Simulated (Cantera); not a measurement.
A closed system holds: 1 mol SiC, a varied amount of O2, 4.2 mol H2, held at 1900 K and 23.0 mbar.

Cantera equilibrium calculation (NASA polynomials, part measured and part estimated; ideal gas, pure solids and liquids). Candidate condensed phases: C, C6H6, C7H8, C8H18, H2O, Si, SiC, SiO2; 123 gas species. Gases not in the tables: Si2H6 and higher silanes. Rates play no part.

x: gas mole fraction; n: condensed amount in mol.

```tsv
n(O2) (mol)	x H2	x CO	x SiO	x H	x Si	x SiH	x SiH2	n SiC(s)
0.012	0.989	0.00297	0.00269	0.00520	0.000227	2.97e-5	2.39e-5	0.987
0.021	0.985	0.00508	0.00479	0.00519	0.000232	3.03e-5	2.43e-5	0.978
0.031	0.980	…	…	0.00518	0.000234	3.05e-5	2.44e-5	0.968
0.04	0.976	0.00946	0.00917	0.00517	0.000235	3.05e-5	2.44e-5	0.959
0.049	0.972	0.0115	0.0112	0.00516	0.000235	3.05e-5	2.43e-5	0.950
0.059	0.967	…	…	0.00515	0.000236	3.05e-5	2.43e-5	0.940
0.068	0.963	0.0158	0.0155	0.00514	0.000236	3.05e-5	2.42e-5	0.931
```

Some entries are withheld; supply them.


- 0.059, x CO: 0.0138
- 0.059, x SiO: 0.0135
- 0.031, x CO: 0.00740
- 0.031, x SiO: 0.00711
